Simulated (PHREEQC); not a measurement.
1 kg of water holding 0.19 mol/kgw Na2SO4, 0.011 mol/kgw NaCl, 0.25 mol/kgw NaOH and 0.026 mol/kgw Na2CO3 is evaporated at 25 °C; the solids stay in contact with the brine. CO2 is held at log p = -3.4 (atm). Solids allowed: Burkeite, Halite, Mirabilite, Nahcolite, Natron, Thenardite, Trona. Others were left out.

The series has 16 steps of water left (kg), from 1.002 to 0.02623.

All values are PHREEQC results (Pitzer model, pitzer.dat), not measurements.

**Question.** Which solids form, in which order, and at which step of the series does each first stand?

**Answer.** Mirabilite from water left = 0.09235 kg (pH 9.97); Trona from water left = 0.06777 kg (pH 9.99).
